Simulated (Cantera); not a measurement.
# Adiabatic ignition

An adiabatic, constant-pressure homogeneous reactor starts with 1.76 % C3H8, 14.9 % O2, 73.0 % N2, 10.4 % H2O, equivalence ratio 0.59, at 1798 K and 3750 Torr.

Model: GRI-Mech 3.0 (53 species, 325 reactions), integrated in Cantera. GRI-Mech 3.0 was tuned for natural gas; its chemistry of propane as a main component is partial and can be far from experiment.

```json
[
 {"t (s)": "4.00e-6", "T (K)": "2065", "x C3H8": "1.32e-7", "x O2": "0.0969", "x H2O": "0.135", "x HCN": "1.35e-6", "x H2": "0.0164", "x HO2": "0.000157", "x CH2": "9.25e-5"},
 {"t (s)": "9.16e-6", "T (K)": "2339", "x C3H8": "<1e-12", "x O2": "0.0646", "x H2O": "0.148", "x HCN": "7.19e-10", "x H2": "0.00778", "x HO2": "2.37e-5", "x CH2": "<1e-12"},
 {"t (s)": "2.10e-5", "T (K)": "2501", "x C3H8": "<1e-12", "x O2": "0.0606", "x H2O": "0.157", "x HCN": "1.21e-11", "x H2": "0.00416", "x HO2": "1.35e-5", "x CH2": "<1e-12"},
 {"t (s)": "4.80e-5", "T (K)": "2561", "x C3H8": "<1e-12", "x O2": "0.0593", "x H2O": "0.161", "x HCN": "1.01e-11", "x H2": "0.00259", "x HO2": "1.24e-5", "x CH2": "<1e-12"},
 {"t (s)": "0.000110", "T (K)": "2567", "x C3H8": "<1e-12", "x O2": "0.0591", "x H2O": "0.161", "x HCN": "1.01e-11", "x H2": "0.00244", "x HO2": "1.24e-5", "x CH2": "<1e-12"},
 {"t (s)": "0.000252", "T (K)": "2566", "x C3H8": "<1e-12", "x O2": "0.0589", "x H2O": "0.161", "x HCN": "1.10e-11", "x H2": "0.00244", "x HO2": "1.24e-5", "x CH2": "<1e-12"},
 {"t (s)": "0.000577", "T (K)": "2565", "x C3H8": "<1e-12", "x O2": "0.0584", "x H2O": "0.161", "x HCN": "1.28e-11", "x H2": "0.00243", "x HO2": "1.22e-5", "x CH2": "<1e-12"},
 {"t (s)": "0.00132", "T (K)": "2561", "x C3H8": "<1e-12", "x O2": "0.0574", "x H2O": "0.162", "x HCN": "1.63e-11", "x H2": "0.00241", "x HO2": "1.20e-5", "x CH2": "<1e-12"},
 {"t (s)": "0.00303", "T (K)": "2556", "x C3H8": "<1e-12", "x O2": "0.0557", "x H2O": "0.162", "x HCN": "2.13e-11", "x H2": "0.00239", "x HO2": "1.16e-5", "x CH2": "<1e-12"},
 {"t (s)": "0.00693", "T (K)": "2550", "x C3H8": "<1e-12", "x O2": "0.0541", "x H2O": "0.162", "x HCN": "2.55e-11", "x H2": "0.00237", "x HO2": "1.12e-5", "x CH2": "<1e-12"},
 {"t (s)": "0.0159", "T (K)": "2549", "x C3H8": "<1e-12", "x O2": "0.0536", "x H2O": "0.162", "x HCN": "2.68e-11", "x H2": "0.00236", "x HO2": "1.10e-5", "x CH2": "<1e-12"},
 {"t (s)": "0.0364", "T (K)": "2548", "x C3H8": "<1e-12", "x O2": "0.0535", "x H2O": "0.162", "x HCN": "2.69e-11", "x H2": "0.00236", "x HO2": "1.10e-5", "x CH2": "<1e-12"},
 {"t (s)": "0.0833", "T (K)": "2548", "x C3H8": "<1e-12", "x O2": "0.0535", "x H2O": "0.162", "x HCN": "2.69e-11", "x H2": "0.00236", "x HO2": "1.10e-5", "x CH2": "<1e-12"},
 {"t (s)": "0.191", "T (K)": "2548", "x C3H8": "<1e-12", "x O2": "0.0535", "x H2O": "0.162", "x HCN": "2.69e-11", "x H2": "0.00236", "x HO2": "1.10e-5", "x CH2": "<1e-12"},
 {"t (s)": "0.437", "T (K)": "2548", "x C3H8": "<1e-12", "x O2": "0.0535", "x H2O": "0.162", "x HCN": "2.69e-11", "x H2": "0.00236", "x HO2": "1.10e-5", "x CH2": "<1e-12"},
 {"t (s)": "1.00", "T (K)": "2548", "x C3H8": "<1e-12", "x O2": "0.0535", "x H2O": "0.162", "x HCN": "2.69e-11", "x H2": "0.00236", "x HO2": "1.10e-5", "x CH2": "<1e-12"}
]
```
x: mole fraction; the columns are a selection and need not sum to one.

- time of steepest temperature rise = 3.94 µs
- temperature at 1.00 s = 2548 K
- equilibrium temperature = 2548 K
- x(C3H8) at 1.00 s = <1e-12 (gas-phase equilibrium <1e-12)
- x(O2) at 1.00 s = 0.0535 (gas-phase equilibrium 0.0535)
- x(H2O) at 1.00 s = 0.162 (gas-phase equilibrium 0.162)
